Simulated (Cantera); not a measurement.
An adiabatic, constant-pressure homogeneous reactor starts with CH4 : C2H6 : C3H8 : O2 : N2 = 1 : 0.057 : 0.12 : 3.37 : 12.7 (molar parts), at 1525 K and 4.05 atm. Integrator tolerance rtol = 1e-08.

Detailed kinetics in Cantera: GRI-Mech 3.0 (53 species, 325 reactions).

Task: What does this change do: O2 3.37 to 1.9 parts?

Result: 
| quantity | before | after |
|---|---|---|
| time of steepest temperature rise | 54.1 µs | 0.101 ms |
| temperature at 3.00 s | 2775 K | 2507 K |
| equilibrium temperature | 2775 K | 2507 K |
| x(CH4) at 3.00 s | <1e-12 (gas-phase equilibrium <1e-12) | 2.53e-12 (gas-phase equilibrium 2.86e-12) |
| x(C2H6) at 3.00 s | <1e-12 (gas-phase equilibrium <1e-12) | <1e-12 (gas-phase equilibrium <1e-12) |
| x(C3H8) at 3.00 s | <1e-12 (gas-phase equilibrium <1e-12) | <1e-12 (gas-phase equilibrium <1e-12) |
| x(CO) at 3.00 s | 0.0222 (gas-phase equilibrium 0.0222) | 0.0623 (gas-phase equilibrium 0.0623) |
| x(CH2) at 3.00 s | <1e-12 (gas-phase equilibrium <1e-12) | <1e-12 (gas-phase equilibrium <1e-12) |
| x(HCO) at 3.00 s | 2.79e-8 (gas-phase equilibrium 2.79e-8) | 9.74e-8 (gas-phase equilibrium 9.74e-8) |
| x(H2O2) at 3.00 s | 5.96e-7 (gas-phase equilibrium 5.96e-7) | 1.23e-8 (gas-phase equilibrium 1.23e-8) |

Task: What does this change do: 0.56 parts H2O added?

Result: 
```tsv
quantity	before	after
time of steepest temperature rise	54.1 µs	56.4 µs
temperature at 3.00 s	2775 K	2741 K
equilibrium temperature	2775 K	2741 K
x(CH4) at 3.00 s	<1e-12 (gas-phase equilibrium <1e-12)	<1e-12 (gas-phase equilibrium <1e-12)
x(C2H6) at 3.00 s	<1e-12 (gas-phase equilibrium <1e-12)	<1e-12 (gas-phase equilibrium <1e-12)
x(C3H8) at 3.00 s	<1e-12 (gas-phase equilibrium <1e-12)	<1e-12 (gas-phase equilibrium <1e-12)
x(CO) at 3.00 s	0.0222 (gas-phase equilibrium 0.0222)	0.0195 (gas-phase equilibrium 0.0195)
x(CH2) at 3.00 s	<1e-12 (gas-phase equilibrium <1e-12)	<1e-12 (gas-phase equilibrium <1e-12)
x(HCO) at 3.00 s	2.79e-8 (gas-phase equilibrium 2.79e-8)	2.33e-8 (gas-phase equilibrium 2.33e-8)
x(H2O2) at 3.00 s	5.96e-7 (gas-phase equilibrium 5.96e-7)	6.58e-7 (gas-phase equilibrium 6.58e-7)
```

Task: What does this change do: constant volume in place of constant pressure?

Result: 
```
quantity                                                            before                                    after
---------------------------------  ---------------------------------------  ---------------------------------------
time of steepest temperature rise                                  54.1 µs                                  48.1 µs
temperature at 3.00 s                                               2775 K                                   2965 K
equilibrium temperature                                             2775 K                                   2965 K
x(CH4) at 3.00 s                     <1e-12 (gas-phase equilibrium <1e-12)    <1e-12 (gas-phase equilibrium <1e-12)
x(C2H6) at 3.00 s                    <1e-12 (gas-phase equilibrium <1e-12)    <1e-12 (gas-phase equilibrium <1e-12)
x(C3H8) at 3.00 s                    <1e-12 (gas-phase equilibrium <1e-12)    <1e-12 (gas-phase equilibrium <1e-12)
x(CO) at 3.00 s                      0.0222 (gas-phase equilibrium 0.0222)    0.0289 (gas-phase equilibrium 0.0289)
x(CH2) at 3.00 s                     <1e-12 (gas-phase equilibrium <1e-12)    <1e-12 (gas-phase equilibrium <1e-12)
x(HCO) at 3.00 s                   2.79e-8 (gas-phase equilibrium 2.79e-8)  9.10e-8 (gas-phase equilibrium 9.10e-8)
x(H2O2) at 3.00 s                  5.96e-7 (gas-phase equilibrium 5.96e-7)  1.11e-6 (gas-phase equilibrium 1.11e-6)
```
